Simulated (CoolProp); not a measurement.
Vapour-liquid equilibrium of n-pentane (1) + acetone (2) at 332.3 K; x and y are mole fractions of (1).

Computed with CoolProp (multi-fluid Helmholtz-energy mixture model, Thol 2019 and Lemmon 2006; pair parameters Bell 2016).

```
x     bubble pressure, mixture model (kPa)  bubble pressure, Raoult's law (kPa)  y, mixture model  y, Raoult's law
----  ------------------------------------  -----------------------------------  ----------------  ---------------
0.05                                 142.9                                117.3             0.240            0.089
0.15                                 183.6                                127.0             0.448            0.247
0.25                                 206.8                                136.7             0.540            0.383
0.35                                 220.1                                146.4             0.592            0.501
0.45                                 227.9                                156.1             0.628            0.604
0.55                                 232.7                                165.8             0.659            0.695
0.65                                 235.5                                175.5             0.692            0.776
0.75                                 236.0                                185.2             0.734            0.848
0.85                                 232.5                                194.9             0.798            0.913
0.95                                 220.7                                204.5             0.908            0.973
```

The largest gap from Raoult's law is +51.3 % in bubble pressure, at x = 0.25. y crosses x between x = 0.65 and 0.75: the model has an azeotrope there.

The pair parameters rest on a limited set of measurements; away from them the model extrapolates. With so large a gap from Raoult's law the liquid may split in two, which this calculation doesn't test in full.
